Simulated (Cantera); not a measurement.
A perfectly stirred reactor is fed with 13.3 % C2H4, 86.7 % H2, at 100000 Pa; it is held at 1925 K, and followed from long to short residence time.

Computed with Cantera and GRI-Mech 3.0 (53 species, 325 reactions). GRI-Mech 3.0 was tuned for natural gas; its chemistry of ethylene as a main component is partial and can be far from experiment. GRI-Mech 3.0 stops at C3 and has no aromatics, soot or wall deposition, so with more carbon than oxygen in the feed, carbon stays in small species such as C2H2 where larger ones or solid carbon would form.

x: mole fraction; the columns are a selection and need not sum to one.

```
τ (s)     x C2H4   x H2    x C2H  x C2H2      x C2H6
-------  -------  -----  -------  ------  ----------
4.8      0.00104  0.877  1.68e-6   0.114     6.36e-7
1.1      0.00104  0.877  1.68e-6   0.114     6.29e-7
0.27     0.00106  0.877  1.68e-6   0.114     6.05e-7
0.064    0.00112  0.878  1.67e-6   0.114  (withheld)
0.015    0.00140  0.879  1.60e-6   0.115  (withheld)
0.0036   0.00285  0.880  1.25e-6   0.115  (withheld)
0.00084   0.0122  0.880  6.57e-7   0.107  (withheld)
```

Question: Fill in the missing entries.

Answer: 
- 0.064, x C2H6: 5.23e-7
- 0.015, x C2H6: 4.01e-7
- 0.0036, x C2H6: 5.78e-7
- 0.00084, x C2H6: 1.77e-6
